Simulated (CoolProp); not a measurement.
Vapour-liquid equilibrium of R134a (1) + R124 (2) at 291.9 K; x and y are mole fractions of (1).

Values from CoolProp's multi-fluid Helmholtz-energy mixture model, Tillner-Roth 1994 and de Vries 1995; pair parameters Bell 2016.

```tsv
x	bubble pressure, mixture model (bar)	bubble pressure, Raoult's law (bar)	y, mixture model	y, Raoult's law
0.05	___	3.258	___	0.084
0.15	3.581	3.494	0.242	0.236
0.25	___	3.730	___	0.369
0.35	4.115	3.966	0.480	0.485
0.45	4.361	4.202	0.577	0.589
0.55	___	4.438	0.664	0.682
0.65	4.813	4.674	0.744	0.765
0.75	5.022	4.910	0.819	0.840
0.85	5.220	5.145	0.892	0.908
0.95	5.409	5.381	0.964	0.971
```

### Question
Some entries are withheld; supply them.

### Answer

- 0.05, bubble pressure, mixture model (bar): 3.291
- 0.05, y, mixture model: 0.089
- 0.25, bubble pressure, mixture model (bar): 3.855
- 0.25, y, mixture model: 0.370
- 0.55, bubble pressure, mixture model (bar): 4.593

The largest gap from Raoult's law is +3.8 % in bubble pressure, at x = 0.45. No azeotrope shows between x = 0.05 and 0.95.

The pair parameters rest on a limited set of measurements; away from them the model extrapolates.
